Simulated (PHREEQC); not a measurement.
Synthetic water in mg/L, 20 °C, pH 3.84, pe 12.9: Na 151; K 2.85; Ca 58.1; Mg 11.8; Cl 138; S(6) as SO4 337; Zn 6.36.

Valence states are taken as typed.

The numbers come from PHREEQC with the ion-association model, phreeqc.dat.

Each row changes one thing in this solution. This is a speciation only: nothing precipitates in the calculation.

```csv
case,ionic strength (mol/kgw),Ca+2 (mol/kgw),CaSO4 (mol/kgw),MgSO4 (mol/kgw),NaSO4- (mol/kgw),HSO4- (mol/kgw),SI of Gypsum (CaSO4:2H2O),SI of Halite (NaCl)
as made,0.0148,0.00120,0.000245,9.61e-5,6.00e-5,2.71e-5,-1.26,-6.27
Ca from 58.1 to 174 mg/L,?,0.00374,?,8.03e-5,?,2.32e-5,-0.87,-6.28
temperature from 20 to 10 °C at the same typed pH,?,?,0.000234,7.81e-5,5.71e-5,2.26e-5,-1.24,-6.26
```

Task: Complete the blanks.

Result: 
- Ca from 58.1 to 174 mg/L, ionic strength (mol/kgw): 0.0193
- Ca from 58.1 to 174 mg/L, CaSO4 (mol/kgw): 0.000609
- Ca from 58.1 to 174 mg/L, NaSO4- (mol/kgw): 5.08e-5
- temperature from 20 to 10 °C at the same typed pH, ionic strength (mol/kgw): 0.0150
- temperature from 20 to 10 °C at the same typed pH, Ca+2 (mol/kgw): 0.00122

Constants without temperature data keep their 25 °C values here.
